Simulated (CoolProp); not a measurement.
Ammonia along the isobar 121 bar: Z from the reference equation and from simpler models built on Tc = 405.6 K, pc = 113.6 bar, ω = 0.256; each cubic takes its own stable root.

Values from CoolProp's reference Helmholtz-energy equation of state, Gao 2020.

```csv
T (K),phase,reference,Soave-Redlich-Kwong,Peng-Robinson
264.7,liquid,0.1425,0.1794,0.1589
307.1,liquid,0.1345,0.1697,0.1501
349.5,liquid,0.1337,0.1718,0.1520
391.8,liquid,0.1496,0.2036,0.1819
434.2,supercritical,0.6077,0.6422,0.6129
476.5,supercritical,0.7568,0.7825,0.7549
518.9,supercritical,0.8342,0.8571,0.8316
561.3,supercritical,0.8825,0.9043,0.8810
603.6,supercritical,0.9149,0.9364,0.9151
```
